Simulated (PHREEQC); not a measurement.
Alkaline etch or developer: speciation

Consider water at 25 °C with 0.036 mol/kgw NaOH, 6.2e-06 mol/kgw CO2, 0.1 mol/kgw (CH3)4NCl and 0.19 mol/kgw TMAH. Closed to the air; pH follows from the charge balance.

Model: ion-association model, phreeqc.dat, run in PHREEQC.

Precipitation was switched off in this run.

Question: What pH, activity of water does the model give?

Answer: pH 13.18; activity of water 0.989.

Question: In which forms is C present?

Answer: CO3-2 85 %, NaCO3- 15 % of the C.

Species that the database lacks are ignored. (CH3)4N+ isn't in the database: it is added as a free cation with an ion size of 4 Å.
